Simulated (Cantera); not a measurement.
A closed system holds: 1 mol SiH₂Cl₂, 1.1 mol NH₃, 52 mol N₂, equilibrated at 1623 K and 640 Pa.

Equilibrium computed with Cantera from the NASA thermochemical tables; the gas is ideal and each condensed phase is pure. Candidate condensed phases: NH₄Cl, Si, Si₃N₄; 28 gas species. The tables' values for SiCl₃, SiCl are old estimates; treat these amounts as uncertain. Kinetics and transport are ignored.

Base state: N₂ 0.935, H₂ 0.0369, HCl 0.0209, SiCl₂ 0.00730, H 0.000166, SiCl₃ 7.63e-5, Cl 7.41e-5, SiCl 1.04e-5 (mole fractions); condensed: Si₃N₄(s).

Question: What changes in the equilibrium state with this change: pressure from 640 Pa to 14000 Pa?

Answer: 
```
species          before    after
-------------  --------  -------
N₂                0.935    0.934
H₂               0.0369   0.0323
HCl              0.0209   0.0307
SiCl₂           0.00730  0.00230
SiCl            1.04e-5  4.45e-7
SiCl₄           1.86e-6  3.15e-5
H              0.000166  3.32e-5
Cl              7.41e-5  2.48e-5
Si₃N₄(s), mol     0.196    0.287
```
The tables' values for SiCl₃ are old estimates; treat these amounts as uncertain.

Question: What changes in the equilibrium state with this change: SiH₂Cl₂ replaced by Si₂Cl₆?

Answer: 
| species | before | after |
|---|---|---|
| N₂ | 0.935 | 0.919 |
| SiCl₂ | 0.00730 | 0.0339 |
| HCl | 0.0209 | 0.0336 |
| H₂ | 0.0369 | 0.0120 |
| SiCl₄ | 1.86e-6 | 6.90e-5 |
| SiCl₃ | 7.63e-5 | 0.00100 |
| Cl | 7.41e-5 | 0.000209 |
| H | 0.000166 | 9.46e-5 |
| SiCl | 1.04e-5 | 1.71e-5 |
| Si₃N₄(s), mol | 0.196 | 0 |
The feed counts by its element totals alone.
